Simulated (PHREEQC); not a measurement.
Solution (87 °C): 3.1 mol NaOH, 0.099 mol K2SO4 and 0.14 mol NaCl per kg of water. Closed to the air; pH follows from the charge balance.

The numbers come from PHREEQC with the Pitzer model, pitzer.dat.

```json
[
 {"quantity": "pH", "before": "12.97", "after": "6.74"},
 {"quantity": "SI of Thenardite (Na2SO4)", "before": "-1.35", "after": "-3.37"},
 {"quantity": "SI of Halite (NaCl)", "before": "-2.38", "after": "-3.72"}
]
```

Task: Name the change that produced these shifts.
A) diluted 100-fold with water
B) K2SO4 from 0.099 to 0.0099 mol/kgw
C) NaOH left out
D) 1.5 mol/kgw KHSO4 added

Result: C, NaOH left out

Precipitation was switched off in this run. In brines, pH and single-ion activities rest on the MacInnes convention. Constants without temperature data keep their 25 °C values here.
